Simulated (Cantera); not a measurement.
An adiabatic, constant-volume homogeneous reactor starts with CH4 : H2 : O2 : N2 = 1 : 0.038 : 3.31 : 33.1 (molar parts), equivalence ratio 0.61, at 1450 K and 760 Torr. Integrator tolerance rtol = 1e-08.

Cantera simulation using GRI-Mech 3.0 (53 species, 325 reactions); the numbers are that mechanism's predictions, not measurements.

```
quantity                                                              before                                      after
---------------------------------  -----------------------------------------  -----------------------------------------
time of steepest temperature rise                                    2.92 ms                                    7.82 ms
temperature at 0.500 s                                                2172 K                                     2079 K
equilibrium temperature                                               2171 K                                     2079 K
x(CH4) at 0.500 s                      <1e-12 (gas-phase equilibrium <1e-12)      <1e-12 (gas-phase equilibrium <1e-12)
x(H2) at 0.500 s                   0.000232 (gas-phase equilibrium 0.000231)    0.00672 (gas-phase equilibrium 0.00672)
x(O2) at 0.500 s                       0.0321 (gas-phase equilibrium 0.0318)    9.87e-6 (gas-phase equilibrium 9.85e-6)
x(C2H4) at 0.500 s                     <1e-12 (gas-phase equilibrium <1e-12)      <1e-12 (gas-phase equilibrium <1e-12)
x(HCN) at 0.500 s                      <1e-12 (gas-phase equilibrium <1e-12)  3.34e-10 (gas-phase equilibrium 3.74e-10)
x(H2O) at 0.500 s                      0.0532 (gas-phase equilibrium 0.0532)      0.0495 (gas-phase equilibrium 0.0495)
x(HCO) at 0.500 s                  1.33e-11 (gas-phase equilibrium 1.30e-11)  8.99e-10 (gas-phase equilibrium 9.00e-10)
```

**Question.** What was changed between the two runs?
A. pressure from 760 Torr to 1350 Torr
B. O2 3.31 to 1.7 parts
C. initial temperature 1450 to 1823 K
D. pressure from 760 Torr to 825 Torr

**Answer.** B, O2 3.31 to 1.7 parts
